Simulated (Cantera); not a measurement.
A closed system holds: 1 mol BN, 0.71 mol Cl₂, 11 mol N₂, 32 mol HCl, at 458 Torr.

Cantera equilibrium calculation (NASA polynomials, part measured and part estimated; ideal gas, pure solids and liquids). Candidate condensed phases: B, BN, NH₄Cl; 21 gas species. Gases not in the tables: BHCl₂. Rates play no part.

At 1027 °C, list the 4 most abundant gas species with their mole fractions, and the condensed phases.

HCl 0.704, N₂ 0.262, BCl₃ 0.0203, H₂ 0.0142. Condensed: BN(s).
